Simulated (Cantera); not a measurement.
An isothermal, constant-pressure homogeneous reactor starts with CH4 : N2 = 1 : 1.5 (molar parts), at 1448 K and 0.0890 bar.

Computed with Cantera and GRI-Mech 3.0 (53 species, 325 reactions). GRI-Mech 3.0 stops at C3 and has no aromatics, soot or wall deposition, so with more carbon than oxygen in the feed, carbon stays in small species such as C2H2 where larger ones or solid carbon would form.

x: mole fraction; the columns are a selection and need not sum to one.

```json
[
 {"t (s)": "0.000700", "x CH4": "0.400", "x C2H6": "___", "x CH3": "8.83e-6", "x H2": "4.43e-6", "x C2H": "<1e-12"},
 {"t (s)": "0.00177", "x CH4": "0.400", "x C2H6": "___", "x CH3": "2.21e-5", "x H2": "1.14e-5", "x C2H": "<1e-12"},
 {"t (s)": "0.00449", "x CH4": "0.400", "x C2H6": "___", "x CH3": "5.21e-5", "x H2": "3.07e-5", "x C2H": "<1e-12"},
 {"t (s)": "0.0114", "x CH4": "0.400", "x C2H6": "___", "x CH3": "9.91e-5", "x H2": "9.74e-5", "x C2H": "<1e-12"},
 {"t (s)": "0.0288", "x CH4": "0.399", "x C2H6": "___", "x CH3": "0.000152", "x H2": "0.000367", "x C2H": "<1e-12"},
 {"t (s)": "0.0729", "x CH4": "0.398", "x C2H6": "___", "x CH3": "0.000223", "x H2": "0.00162", "x C2H": "4.25e-12"},
 {"t (s)": "0.185", "x CH4": "0.391", "x C2H6": "___", "x CH3": "0.000278", "x H2": "0.00744", "x C2H": "4.87e-11"},
 {"t (s)": "0.468", "x CH4": "0.372", "x C2H6": "___", "x CH3": "0.000258", "x H2": "0.0267", "x C2H": "2.98e-10"},
 {"t (s)": "1.18", "x CH4": "0.335", "x C2H6": "___", "x CH3": "0.000210", "x H2": "0.0677", "x C2H": "8.75e-10"},
 {"t (s)": "3.00", "x CH4": "0.274", "x C2H6": "___", "x CH3": "0.000160", "x H2": "0.134", "x C2H": "1.71e-9"}
]
```

Problem. Some entries are withheld; supply them.

Solution. 
- 0.000700, x C2H6: 1.11e-8
- 0.00177, x C2H6: 1.72e-7
- 0.00449, x C2H6: 2.40e-6
- 0.0114, x C2H6: 2.24e-5
- 0.0288, x C2H6: 0.000102
- 0.0729, x C2H6: 0.000282
- 0.185, x C2H6: 0.000470
- 0.468, x C2H6: 0.000402
- 1.18, x C2H6: 0.000254
- 3.00, x C2H6: 0.000138
